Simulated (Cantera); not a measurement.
Source: NASA polynomial tables (part measured, part estimated), evaluated in Cantera. Values are per mole of reaction as written; species without (g) are pure solids or liquids, kept so even where they would boil at 1 bar.

SF₄(g) + Ca(g) = CaS + 2 F₂(g)

```json
[
 {"T (K)": "300", "ΔH° (kJ)": "___", "ΔS° (J/K)": "___", "ΔG° (kJ)": "___", "log10 K": "___"},
 {"T (K)": "973", "ΔH° (kJ)": "115.3", "ΔS° (J/K)": "14.0", "ΔG° (kJ)": "101.7", "log10 K": "-5.46"},
 {"T (K)": "1173", "ΔH° (kJ)": "116.1", "ΔS° (J/K)": "14.7", "ΔG° (kJ)": "98.9", "log10 K": "-4.40"},
 {"T (K)": "1373", "ΔH° (kJ)": "117.1", "ΔS° (J/K)": "15.5", "ΔG° (kJ)": "95.8", "log10 K": "-3.65"},
 {"T (K)": "1573", "ΔH° (kJ)": "___", "ΔS° (J/K)": "___", "ΔG° (kJ)": "___", "log10 K": "___"},
 {"T (K)": "1773", "ΔH° (kJ)": "119.6", "ΔS° (J/K)": "17.1", "ΔG° (kJ)": "89.3", "log10 K": "-2.63"},
 {"T (K)": "1973", "ΔH° (kJ)": "121.1", "ΔS° (J/K)": "17.9", "ΔG° (kJ)": "85.8", "log10 K": "-2.27"},
 {"T (K)": "2173", "ΔH° (kJ)": "___", "ΔS° (J/K)": "___", "ΔG° (kJ)": "___", "log10 K": "___"}
]
```

**Question.** What belongs in the gaps?

**Answer.** 
- 300, ΔH° (kJ): 112.2
- 300, ΔS° (J/K): 7.7
- 300, ΔG° (kJ): 109.9
- 300, log10 K: -19.13
- 1573, ΔH° (kJ): 118.3
- 1573, ΔS° (J/K): 16.3
- 1573, ΔG° (kJ): 92.7
- 1573, log10 K: -3.08
- 2173, ΔH° (kJ): 122.7
- 2173, ΔS° (J/K): 18.7
- 2173, ΔG° (kJ): 82.2
- 2173, log10 K: -1.98
